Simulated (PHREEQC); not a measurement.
PHREEQC input (ion-association model, wateq4f.dat):

```
SOLUTION_MASTER_SPECIES
  An  An-  0  An  62.0  # stands for a non-complexing anion
SOLUTION_SPECIES
  An- = An-
    -log_k 0
    -gamma 3.0 0
PHASES
  Fix_H+
    H+ = H+
    -log_k 0
SOLUTION 1
  temp 25
  units mmol/kgw
  pH 7 charge
  Cl 0.72
  Sr 0.36
  Na 300
  An 300
END
SELECTED_OUTPUT 1
  -reset false
  -pH true
  -pe true
  -ionic_strength true
  -water true
  -totals Cl Na Sr
  -molalities Hfo_wOH Hfo_wOH2+ Hfo_wO- Hfo_sOH Hfo_sOH2+ Hfo_sO- Hfo_sOHSr+2 Hfo_wOSr+ Hfo_wOSrOH
  -saturation_indices Halite
USER_PUNCH 1
  -headings sigma psi
  10 PUNCH EDL("sigma", "Hfo"), EDL("psi", "Hfo")
PRINT
  -reset false
USE solution 1
SURFACE 1
  Hfo_wOH 0.000132584 600 0.059
  Hfo_sOH 3.31461e-06
EQUILIBRIUM_PHASES 1
  Fix_H+ -3 HAn 10
    -force_equality true
  O2(g) -0.68 10
END
# ... the last block is repeated for the other 16 points of pH, with NaOH or the acid as the point needs
```

Selected output (columns that matter, 17 of 17 rows; pH added in front):

```
pH	mu	Na	Sr	m_Hfo_wOH	m_Hfo_wOH2+	m_Hfo_wO-	m_Hfo_sOH	m_Hfo_sOH2+	m_Hfo_sO-	m_Hfo_sOHSr+2	m_Hfo_wOSr+	si_Halite	sigma	psi
3	0.30243	0.3	0.00036	8.921e-07	0.00013169	1.3844e-10	2.2302e-08	3.2923e-06	3.461e-12	1.3623e-11	1.85e-16	-5.555	0.36794	0.12546
3.38	0.30168	0.3	0.00036	2.0878e-06	0.0001305	7.6524e-10	5.2195e-08	3.2624e-06	1.9131e-11	3.2909e-11	1.0556e-15	-5.5548	0.3646	0.12506
3.75	0.30137	0.3	0.00036	4.6217e-06	0.00012796	3.8241e-09	1.1554e-07	3.1989e-06	9.56e-11	7.8573e-11	5.6895e-15	-5.5547	0.3575	0.12409
4.12	0.30124	0.3	0.00036	9.6242e-06	0.00012294	1.7259e-08	2.4059e-07	3.0734e-06	4.3146e-10	1.9143e-10	3.0044e-14	-5.5547	0.34345	0.12208
4.5	0.30118	0.3	0.00036	1.8468e-05	0.00011405	6.8509e-08	4.6163e-07	2.8508e-06	1.7125e-09	4.9398e-10	1.6038e-13	-5.5547	0.31845	0.11827
4.88	0.30115	0.3	0.00036	3.1093e-05	0.00010127	2.1869e-07	7.7701e-07	2.5308e-06	5.4651e-09	1.331e-09	8.1955e-13	-5.5547	0.28234	0.11223
5.25	0.30113	0.3	0.00036	4.5512e-05	8.6524e-05	5.4842e-07	1.1365e-06	2.1607e-06	1.3695e-08	3.645e-09	3.8479e-12	-5.5547	0.24022	0.10417
5.62	0.30112	0.3	0.00035999	5.9962e-05	7.147e-05	1.1525e-06	1.4944e-06	1.7812e-06	2.8721e-08	1.0352e-08	1.7467e-11	-5.5547	0.19651	0.09428
6	0.30111	0.3	0.00035997	7.3164e-05	5.7279e-05	2.1409e-06	1.8119e-06	1.4185e-06	5.3019e-08	3.116e-08	8.0549e-11	-5.5547	0.15419	0.082599
6.38	0.3011	0.3	0.0003599	8.3838e-05	4.5182e-05	3.5638e-06	2.0356e-06	1.097e-06	8.653e-08	9.544e-08	3.6555e-10	-5.5547	0.11672	0.069714
6.75	0.3011	0.3	0.00035972	9.1638e-05	3.5529e-05	5.4146e-06	2.0977e-06	8.1332e-07	1.2395e-07	2.796e-07	1.5789e-09	-5.5547	0.085495	0.056286
7.12	0.30109	0.3	0.00035925	9.7108e-05	2.7659e-05	7.8104e-06	1.8832e-06	5.364e-07	1.5147e-07	7.4349e-07	6.7459e-09	-5.5547	0.059225	0.042321
7.5	0.30108	0.3	0.00035838	0.00010051	2.1038e-05	1.1001e-05	1.3037e-06	2.7286e-07	1.4269e-07	1.5954e-06	2.9455e-08	-5.5547	0.036492	0.027757
7.88	0.30108	0.3	0.00035739	0.00010167	1.5834e-05	1.4954e-05	6.3849e-07	9.9442e-08	9.3917e-08	2.4828e-06	1.2722e-07	-5.5547	0.016295	0.012872
8.25	0.30108	0.30001	0.00035647	0.00010068	1.1962e-05	1.9413e-05	2.4169e-07	2.8714e-08	4.6602e-08	2.9976e-06	5.2678e-07	-5.5546	-0.0025832	-0.0020613
8.62	0.30108	0.30002	0.00035471	9.6955e-05	8.6526e-06	2.4888e-05	8.3675e-08	7.4674e-09	2.1479e-08	3.202e-06	2.0836e-06	-5.5546	-0.021158	-0.016598
9	0.30109	0.30005	0.00034953	8.7086e-05	5.2591e-06	3.3036e-05	3.2884e-08	1.9858e-09	1.2474e-08	3.2673e-06	7.1811e-06	-5.5546	-0.038356	-0.029043
```

Complexes and solids missing from the database can't appear. The oxide is taken as insoluble; below pH 4 it would dissolve.
